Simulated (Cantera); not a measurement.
An isothermal, constant-pressure homogeneous reactor starts with 1.36 % CH4, 97.0 % H2, 1.65 % N2, at 2073 K and 0.0132 atm.

Cantera simulation using GRI-Mech 3.0 (53 species, 325 reactions); the numbers are that mechanism's predictions, not measurements. GRI-Mech 3.0 stops at C3 and has no aromatics, soot or wall deposition, so with more carbon than oxygen in the feed, carbon stays in small species such as C2H2 where larger ones or solid carbon would form. Radical loss at walls, strong at low pressure, is not modelled.

x: mole fraction; the columns are a selection and need not sum to one.

```csv
t (s),x CH4,x H2,x C2H4,x HCN,x CH3,x C2H6,x C2H
3.00e-6,0.0136,0.970,<1e-12,<1e-12,9.73e-7,<1e-12,<1e-12
1.60e-5,0.0136,0.970,2.62e-12,<1e-12,4.40e-6,<1e-12,<1e-12
8.57e-5,0.0136,0.970,4.38e-10,<1e-12,1.60e-5,8.21e-11,<1e-12
0.000458,0.0135,0.970,4.64e-8,<1e-12,7.02e-5,2.97e-9,<1e-12
0.00245,0.0132,0.969,3.62e-6,4.54e-11,0.000350,6.95e-8,9.79e-11
0.0131,0.0108,0.965,3.04e-5,(withheld),0.00134,4.96e-7,9.72e-8
0.0700,0.00220,0.964,3.90e-6,(withheld),0.000536,4.31e-8,1.57e-6
0.374,0.000172,0.960,4.96e-7,(withheld),5.90e-5,3.59e-10,2.72e-6
2.00,1.73e-5,0.956,3.93e-7,(withheld),7.54e-6,4.66e-12,3.52e-6
```

Problem. Complete the blanks.

Solution. 
- 0.0131, x HCN: 2.64e-8
- 0.0700, x HCN: 9.91e-7
- 0.374, x HCN: 3.50e-6
- 2.00, x HCN: 6.33e-6
